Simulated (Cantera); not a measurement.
An isothermal, constant-pressure homogeneous reactor starts with H₂ : O₂ = 0.0095 : 1 (molar parts), at 925 K and 3800 Pa.

Computed with Cantera and the H2/O2 subset of GRI-Mech 3.0, which has no nitrogen chemistry. Radical loss at walls, strong at low pressure, is not modelled. Below about 950 K walls govern HO2 and H2O2 in real vessels.

x: mole fraction; the columns are a selection and need not sum to one.

```tsv
t (s)	x H₂	x O₂	x HO₂	x H	x H₂O₂
0.000300	0.00941	0.991	9.06e-12	3.51e-12	<1e-12
0.000726	0.00941	0.991	2.37e-11	8.85e-12	<1e-12
0.00176	0.00941	0.991	8.02e-11	5.35e-11	<1e-12
0.00425	0.00941	0.991	…	3.19e-9	<1e-12
0.0103	0.00892	0.990	…	5.77e-5	4.28e-8
0.0249	0.000361	0.990	…	4.46e-5	1.85e-7
0.0602	6.46e-5	0.990	…	2.40e-6	6.38e-8
0.146	1.74e-5	0.991	…	2.38e-7	3.37e-8
0.353	4.91e-6	0.991	…	2.65e-8	1.92e-8
0.854	1.25e-6	0.991	…	3.06e-9	9.89e-9
2.07	2.55e-7	0.991	…	3.71e-10	4.33e-9
5.00	3.72e-8	0.991	…	4.90e-11	1.65e-9
```

**Question.** What belongs in the gaps?

**Answer.** 
- 0.00425, x HO₂: 2.19e-9
- 0.0103, x HO₂: 9.43e-6
- 0.0249, x HO₂: 5.62e-6
- 0.0602, x HO₂: 1.65e-6
- 0.146, x HO₂: 6.12e-7
- 0.353, x HO₂: 2.22e-7
- 0.854, x HO₂: 7.20e-8
- 2.07, x HO₂: 2.09e-8
- 5.00, x HO₂: 5.90e-9
